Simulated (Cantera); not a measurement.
Feed: 1 mol (CH₃)₂SiCl₂, 96 mol H₂, 0.34 mol CH₄, at 0.00150 bar.

Cantera equilibrium calculation (NASA polynomials, part measured and part estimated; ideal gas, pure solids and liquids). Candidate condensed phases: C, C₆H₆, C₇H₈, C₈H₁₈, Si, SiC; 109 gas species. The feed counts by its element totals alone. Kinetics and transport are ignored.

**Question.** At 1875 K, list the 4 most abundant gas species with their mole fractions, and the condensed phases.

**Answer.** H₂ 0.963, HCl 0.0194, H 0.0166, C₂H₂ (acetylene) 0.000305. Condensed: C(graphite) + SiC(s).
